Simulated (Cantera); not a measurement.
A Cantera script and what it prints.

```python
import numpy as np
import cantera as ct

gas_names = """
    O2 F2
""".split()
cond_names = """
    Ba(L) BaF2(L) BaO(s)
""".split()


# ... load() reads the species with a 1 bar reference pressure and builds the phases ...
species = {s.name: s for s in load("nasa_gas.yaml", gas_names) + load("nasa_condensed.yaml", cond_names)}
T = 1825
g = {n: (s.thermo.h(T) - T * s.thermo.s(T)) / (ct.gas_constant * T * np.log(10)) for n, s in species.items()}
valid = cond_names  # the entries whose range holds T


def stable(la, lb):
    # potentials (over RT ln 10) of the two non-metals from log10 p(O2) and log10 p(F2) in bar
    mu = {}
    mu["O"] = (g["O2"] + la) / 2
    mu["F"] = (g["F2"] + lb) / 2
    cost = {}
    for n in valid:
        c = species[n].composition
        cost[n] = (g[n] - sum(c.get(e, 0) * m for e, m in mu.items())) / c["Ba"]
    return min(cost, key=cost.get)


results = []
for lb in [1, -1.6, -4.1, -6.7, -9.2, -11.8, -14.3, -16.9, -19.4, -22]:
    row = [stable(la, lb) for la in [-17, -15.7, -14.4, -13.1, -11.8, -10.5, -9.2, -7.8, -6.5, -5.2, -3.9, -2.6, -1.3, 0]]
    results.append(row)
    print(f"{lb:6.1f}  " + " ".join(f"{valid.index(n):x}" for n in row))
print("key: " + ", ".join(f"{i:x} {n}" for i, n in enumerate(valid)))
```

It prints:

```
   1.0  1 1 1 1 1 1 1 1 1 1 1 1 1 1
  -1.6  1 1 1 1 1 1 1 1 1 1 1 1 1 1
  -4.1  1 1 1 1 1 1 1 1 1 1 1 1 1 1
  -6.7  1 1 1 1 1 1 1 1 1 1 1 1 1 1
  -9.2  1 1 1 1 1 1 1 1 1 1 1 1 1 1
 -11.8  1 1 1 1 1 1 1 1 1 1 1 1 1 1
 -14.3  1 1 1 1 1 1 1 1 1 1 1 1 1 1
 -16.9  1 1 1 1 1 1 1 1 1 1 1 1 2 2
 -19.4  1 1 1 1 1 1 1 1 2 2 2 2 2 2
 -22.0  1 1 1 1 2 2 2 2 2 2 2 2 2 2
key: 0 Ba(L), 1 BaF2(L), 2 BaO(s)
```

Source: NASA polynomial tables (part measured, part estimated), evaluated in Cantera. Not in the tables: the peroxide, oxide halides. Part of the grid cannot be reached: there another gas would pass 10 bar, or a non-metal would condense.
